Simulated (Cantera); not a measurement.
Input: 1 mol SiCl₄, 0.033 mol C₂H₄, 360 mol H₂, held at 2200 K.

Method: chemical equilibrium by Gibbs-energy minimisation in Cantera with the NASA 1993 tables (ideal gas, pure condensed phases). Candidate condensed phases: C, C₆H₆, C₇H₈, C₈H₁₈, Si, SiC; 109 gas species. Mutual solubility and eutectic melting of coexisting phases are not modelled. Gases not in the tables: Si₂H₆ and higher silanes. Rates play no part.

Which condensed phases are stable at each of these points (P (Pa)): 100, 220, 460, 1000, 2200, 4600, 10000, 22000, 46000, 100000?


```
P (Pa)  condensed phases  Si condensed (%)
------  ----------------  ----------------
100             gas only               0.0
220             gas only               0.0
460             gas only               0.0
1000            gas only               0.0
2200            gas only               0.0
4600            gas only               0.0
10000           gas only               0.0
22000             SiC(s)               0.4
46000     Si(l) + SiC(s)              36.4
100000    Si(l) + SiC(s)              58.2
```

From 100 Pa to 10000 Pa nothing is condensed. At 22000 Pa the condensed part is SiC(s). From 46000 Pa to 100000 Pa the condensed part is Si(l) + SiC(s).
